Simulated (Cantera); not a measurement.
A closed system holds: 1 mol Cu, 8.5 mol CO2, 2.4 mol N2, at 1.00 bar.

These are equilibrium values from Cantera (NASA tables, ideal gas, pure condensed phases), not measurements of a reactor. Candidate condensed phases: C, Cu, CuO, Cu2O; 27 gas species. The numbers say what is thermodynamically allowed, not how fast it happens.

### Question
At 1773 K, list the 6 most abundant gas species with their mole fractions, and the condensed phases.

### Answer
CO2 0.775, N2 0.220, CO 0.00313, O2 0.00148, Cu 0.000394, NO 0.000168. Condensed: Cu(l).
